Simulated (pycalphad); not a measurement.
An equivalent pycalphad script:

```python
from pycalphad import Database, equilibrium, calculate, variables as v
import numpy as np
db = Database('COST507.tdb')
comps = ['SI', 'Y', 'VA']
phases = ['BCC_A2', 'DIAMOND_A4', 'HCP_A3', 'LIQUID', 'SI2Y_H', 'SI2Y_R', 'SI3Y5', 'SI4Y5', 'SI5Y3_H', 'SI5Y3_R', 'SIY']
eq = equilibrium(db, comps, phases, {v.X('Y'): 0.417, v.T: np.arange(2450, 499, -75), v.P: 101325, v.N: 1}, output=['HM', 'SM'])
```

CALPHAD calculation (pycalphad, COST 507 light-alloy database (1999)), 1 atm. These are 1990s assessments: newer ones move some temperatures and phases. Amounts are mole fractions of atoms. Kinetics are ignored, which matters at the lower temperatures.

Results at three of the temperatures:

```
T = 1700.00 K, P = 101325 Pa, N = 1 mol of atoms
G = -151006 J/mol, H = -37254 J/mol, S = 66.91 J/(mol K)  (SER reference)
chemical potentials (J/mol): Si -114641, Y -201848
phase             fraction      x(Si)       x(Y)
SI5Y3_H             0.6640     0.6250     0.3750
SIY                 0.3360     0.5000     0.5000
```

```
T = 1625.00 K, P = 101325 Pa, N = 1 mol of atoms
G = -146042 J/mol, H = -39671 J/mol, S = 65.46 J/(mol K)  (SER reference)
chemical potentials (J/mol): Si -110661, Y -195508
phase             fraction      x(Si)       x(Y)
SI5Y3_H             0.6640     0.6250     0.3750
SIY                 0.3360     0.5000     0.5000
```

```
T = 1400.00 K, P = 101325 Pa, N = 1 mol of atoms
G = -131830 J/mol, H = -46729 J/mol, S = 60.79 J/(mol K)  (SER reference)
chemical potentials (J/mol): Si -99338, Y -177257
phase             fraction      x(Si)       x(Y)
SI5Y3_H             0.6640     0.6250     0.3750
SIY                 0.3360     0.5000     0.5000
```

Changes of the phase set, refined by bisection:

| T (K) | phases above | phases below |
|---|---|---|
| 2067.4 | liquid | liquid + SIY |
| 1915.3 | liquid + SIY | SI5Y3_H + SIY |
| 723.0 | SI5Y3_H + SIY | SI5Y3_R + SIY |

Database names, with the compositions (at.%) that they take in these runs: SIY: Si 50 Y 50; SI5Y3_H: Si 62 Y 38; SI5Y3_R: Si 62 Y 38.
